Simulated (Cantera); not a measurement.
A freely propagating, adiabatic, planar premixed flame of 10.9 % CH4, 23.4 % O2, 65.6 % N2, equivalence ratio 0.93, unburnt at 423 K and 0.600 bar; multicomponent transport, grid criteria slope 0.08 and curve 0.16, no radiation.

Cantera simulation using GRI-Mech 3.0 (53 species, 325 reactions); the numbers are that mechanism's predictions, not measurements. Burning velocities carry a grid error of a few per cent, more on coarse grids.

Predict: laminar burning velocity; thermal thickness; peak x(CO); peak x(H2O2); peak x(CH3).


```json
{
  "laminar_burning_velocity": "116 cm/s",
  "thermal_thickness": "0.445 mm",
  "peak x(CO)": "0.0624",
  "peak x(H2O2)": "1.25e-5",
  "peak x(CH3)": "0.00375"
}
```
